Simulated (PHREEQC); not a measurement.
A solution holds 0.0046 mol/kgw K2SiO3, at 65 °C. Closed to the air; pH follows from the charge balance.

Computed with PHREEQC (Pitzer model, pitzer.dat).

| Property | Result |
|---|---|
| pH | 10.53 |
| ionic strength | 0.00931 mol/kgw |
| osmotic coefficient | 0.965 |
| total alkalinity | 9.20 meq/kg |

```
species   molality  activity   log γ
--------  --------  --------  ------
K+         0.00920   0.00823  -0.048
OH-        0.00474   0.00427  -0.046
H3SiO4-    0.00424   0.00378  -0.049
H4SiO4    0.000254  0.000254   0.000
H2SiO4-2  0.000110   6.84e-5  -0.207
```

This is a speciation only: nothing precipitates in the calculation. Complexes and solids missing from the database can't appear. Constants without temperature data keep their 25 °C values here.
